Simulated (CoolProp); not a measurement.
A single-stage vapour-compression cycle with the fluid: evaporating at 326.15 K (dew point), condensing at 355.15 K (bubble point), superheat 0 K, subcooling 2 K, compressor efficiency 0.75, no pressure losses. The same conditions are run with several fluids, on thermodynamics alone (safety and materials aside).

Values from CoolProp's reference Helmholtz-energy equation of state of each fluid (water: Wagner 2002; n-perfluorohexane: Gao 2022; fluoroethane (R161): Wu 2012; ammonia: Gao 2020; R1233zd(E): Akasaka 2022; dimethyl carbonate: Zhou 2011).

| fluid | cooling COP | pressure ratio | discharge temperature (K) | refrigerating effect (kJ/kg) | volumetric capacity (kJ/m³) |
|---|---|---|---|---|---|
| water | 7.55 | 3.59 | 482.6 | 2260 | 216 |
| n-perfluorohexane | 6.60 | 2.49 | 355.1 | 55.5 | 645 |
| fluoroethane (R161) | 6.32 | 1.84 | 367.5 | 211 | 9500 |
| ammonia | 7.17 | 1.97 | 388.8 | 891 | 15200 |
| R1233zd(E) | 7.36 | 2.15 | 355.7 | 141 | 2400 |
| dimethyl carbonate | 7.86 | 2.95 | 361.5 | 349 | 309 |

The compression ends wet for: n-perfluorohexane.
